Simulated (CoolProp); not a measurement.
Saturation properties of R141b (Tc = 477.5 K, pc = 4.212 MPa, ω = 0.220).

Model: reference Helmholtz-energy equation of state, Lemmon 2006, in CoolProp. It is a short technical equation, of lower accuracy than the large ones.

```
T (K)     p (MPa)  liquid density (kg/m³)  liquid viscosity (µPa s)
-----  ----------  ----------------------  ------------------------
216.5  (withheld)              (withheld)                      1380
247.5    0.007545                    1328                (withheld)
278.6     0.03582                    1271                       514
309.7      0.1184                    1211                       358
340.8  (withheld)                    1147                       259
371.9      0.6586                    1076                       192
403         1.251              (withheld)                       142
434.1  (withheld)              (withheld)                       103
465.1       3.505                   730.5                      66.1
```

### Question
What belongs in the gaps?

### Answer

- 216.5, p (MPa): 0.0009281
- 216.5, liquid density (kg/m³): 1384
- 247.5, liquid viscosity (µPa s): 791
- 340.8, p (MPa): 0.3050
- 403, liquid density (kg/m³): 993.2
- 434.1, p (MPa): 2.166
- 434.1, liquid density (kg/m³): 890.3

It boils at 305.2 K under 1 atm.

Viscosity comes from a separate model (Huber 2003), an estimate that may be off by 10 % or more.
